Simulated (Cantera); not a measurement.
Cantera run, input and output.

```python
import numpy as np
import cantera as ct

gas = ct.Solution("h2o2.yaml")
gas.TPX = 450, 100000, {'H2': 0.76, 'O2': 0.962, 'N2': 3.62}
flame = ct.FreeFlame(gas, width=0.04)
flame.set_refine_criteria(ratio=3, slope=0.08, curve=0.16)
flame.transport_model = "mixture-averaged"
flame.solve(loglevel=0, auto=True)
z, T = flame.grid, flame.T
thick = (T[-1] - T[0]) / np.gradient(T, z).max()
show = ['H2', 'O2', 'H2O', 'O', 'OH', 'HO2']
print(f"laminar burning velocity  {flame.velocity[0] * 100:.3f} cm/s")
print(f"burnt temperature         {T[-1]:.1f} K")
print(f"thermal thickness         {thick * 1e3:.4f} mm")
print(f"grid points               {len(z)}")
z0 = z[flame.heat_release_rate.argmax()]
print(f"{'z/mm':>9s}{'T/K':>9s}{'u/(m/s)':>9s}" + "".join(f"{s:>11s}" for s in show))
rows = []
for k in (-3, -2, -1.5, -1, -0.5, -0.25, 0, 0.25, 0.5, 1, 2, 4, 8):
    zz = z0 + k * thick
    rows.append([k * thick, np.interp(zz, z, T), np.interp(zz, z, flame.velocity),
                 *(np.interp(zz, z, flame.X[gas.species_index(s)]) for s in show)])
    print(f"{rows[-1][0] * 1e3:9.3f}{rows[-1][1]:9.1f}{rows[-1][2]:9.3f}" + "".join(f"{x:11.3e}" for x in rows[-1][3:]))
```

Output:

```
laminar burning velocity  50.128 cm/s
burnt temperature         1497.6 K
thermal thickness         0.5643 mm
grid points               99
     z/mm      T/K  u/(m/s)         H2         O2        H2O          O         OH        HO2
   -1.693    450.5    0.500  1.380e-01  1.809e-01  4.660e-05  2.037e-11  2.421e-13  8.774e-08
   -1.129    453.0    0.498  1.304e-01  1.825e-01  3.139e-04  3.285e-10  4.806e-12  6.942e-07
   -0.846    459.1    0.500  1.213e-01  1.841e-01  1.055e-03  2.143e-09  5.055e-11  2.740e-06
   -0.564    489.2    0.524  1.021e-01  1.864e-01  5.294e-03  3.347e-08  2.763e-09  1.929e-05
   -0.282    677.7    0.707  6.503e-02  1.805e-01  3.280e-02  8.361e-06  1.731e-05  2.086e-04
   -0.141    913.1    0.946  4.138e-02  1.657e-01  6.623e-02  1.898e-04  2.278e-04  1.830e-04
    0.000   1155.3    1.194  2.027e-02  1.451e-01  1.032e-01  1.130e-03  9.735e-04  1.076e-04
    0.141   1312.3    1.357  8.021e-03  1.303e-01  1.269e-01  1.996e-03  1.955e-03  7.045e-05
    0.282   1395.1    1.442  3.259e-03  1.241e-01  1.372e-01  1.920e-03  2.336e-03  5.015e-05
    0.564   1459.8    1.508  9.150e-04  1.216e-01  1.431e-01  1.024e-03  1.977e-03  2.750e-05
    1.129   1487.4    1.535  2.112e-04  1.214e-01  1.453e-01  2.793e-04  1.107e-03  9.469e-06
    2.257   1494.8    1.542  4.022e-05  1.216e-01  1.460e-01  5.764e-05  5.190e-04  2.282e-06
    4.514   1496.6    1.544  9.422e-06  1.217e-01  1.461e-01  1.520e-05  2.680e-04  6.556e-07
```

Detailed kinetics in Cantera: the H2/O2 subset of GRI-Mech 3.0, which has no nitrogen chemistry. Burning velocities carry a grid error of a few per cent, more on coarse grids. Lean hydrogen flames are cellular in practice and burn faster than this planar one.
